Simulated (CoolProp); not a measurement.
Saturation properties of c-C4F8 (RC318) (Tc = 115.2 °C, pc = 2.778 MPa, ω = 0.355).

Values from CoolProp's reference Helmholtz-energy equation of state, Platzer 1990. This equation is an older, rougher fit; its heat capacities, sound speeds and derivatives of the liquid may be far off and weren't checked against measurements.

```tsv
T (°C)	p (MPa)	liquid density (kg/m³)	vapour density (kg/m³)	liquid viscosity (µPa s)	liquid conductivity (mW/(m K))
-9.85	0.08606	1629	8.181	619	73.4
-2.55	0.1165	1603	10.89	___	71.9
4.65	0.1542	1577	14.20	492	70.2
11.85	0.2007	1550	18.27	441	68.5
19.15	0.2581	1522	23.28	395	66.7
26.35	0.3262	1493	29.24	355	64.9
33.55	0.4072	___	36.39	320	63.0
40.75	___	1432	44.91	288	61.0
48.05	0.6151	1399	55.21	259	59.0
55.25	0.7438	1364	67.33	233	56.9
62.45	0.8916	1327	81.79	209	___
69.75	1.063	___	99.42	187	52.6
```

**Question.** Complete the blanks.

**Answer.** 
- -2.55, liquid viscosity (µPa s): 551
- 33.55, liquid density (kg/m³): 1463
- 40.75, p (MPa): 0.5024
- 62.45, liquid conductivity (mW/(m K)): 54.8
- 69.75, liquid density (kg/m³): 1287

It boils at -6.0 °C under 1 atm.

Viscosity comes from a separate model (Huber 2003), an estimate that may be off by 10 % or more. Thermal conductivity comes from a separate model (Huber 2003), an estimate that may be off by 10 % or more.
